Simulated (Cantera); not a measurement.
Cantera run:

```python
import numpy as np
import cantera as ct

gas_names = """
    H H2 H2S S SH S2 S8
""".split()
cond_names = """
    S(cr1) S(cr2) S(L)
""".split()


def load(file, names, dense=False):
    # The tables refer to 1 bar. Condensed volumes are neglected.
    table = {s.name: s for s in ct.Species.list_from_file(file)}
    out = []
    for n in names:
        d = dict(table[n].input_data)
        d["thermo"] = dict(d["thermo"], **{"reference-pressure": 1e5})
        if dense:
            d["equation-of-state"] = {"model": "constant-volume", "density": "1e6 g/cm^3"}
        out.append(ct.Species.from_dict(d))
    return out


gas = ct.Solution(thermo="ideal-gas", species=load("nasa_gas.yaml", gas_names))
cond = {s.name: ct.Solution(thermo="fixed-stoichiometry", species=[s], name=s.name)
        for s in load("nasa_condensed.yaml", cond_names, dense=True)}
atoms = {
    'H2S': {'H': 2, 'S': 1},
    'H2': {'H': 2},
}
top_T = {}  # K; cautious upper limits of use, not melting points


def equilibrate(T, P, feed):
    n = {}
    for name, mol in feed.items():
        for a, k in atoms[name].items():
            n[a] = n.get(a, 0.0) + k * mol
    gas.TPX = T, P, n
    mass = sum(n.values()) * gas.mean_molecular_weight
    gas.equilibrate("TP")
    valid = [c for c in cond.values() if c.min_temp <= T <= top_T.get(c.name, c.max_temp)]
    mix = ct.Mixture([(gas, mass / gas.mean_molecular_weight)] + [(c, 0.0) for c in valid])
    mix.T, mix.P = T, P
    mix.equilibrate("TP", solver="vcs", rtol=1e-11, max_steps=5000)
    return mix


results = []
feed = {'H2S': 1, 'H2': 1.1}  # mol
T = 2200  # K
P = 1333.22  # Pa
mix = equilibrate(T, P, feed)
results.append((T, P, feed, dict(zip(mix.species_names, mix.species_moles))))
x = sorted(zip(gas.X, gas.species_names), reverse=True)
print(f"T = {T:g} K  P = {P:g} Pa  gas = {mix.phase_moles(0):.4g} mol")
print("   x: " + "  ".join(f"{s} {v:.3e}" for v, s in x if v > 1e-06))
print("   condensed (mol): " + ("  ".join(f"{mix.phase(i).name} {mix.phase_moles(i):.4g}"
      for i in range(1, mix.n_phases) if mix.phase_moles(i) > 1e-12) or "none"))
```

It prints:

```
T = 2200 K  P = 1333.22 Pa  gas = 2.687 mol
   x: H2 7.316e-01  S2 1.455e-01  H 4.172e-02  SH 3.491e-02  S 3.459e-02  H2S 1.160e-02
   condensed (mol): none
```

Method: chemical equilibrium by Gibbs-energy minimisation in Cantera with the NASA 1993 tables (ideal gas, pure condensed phases).
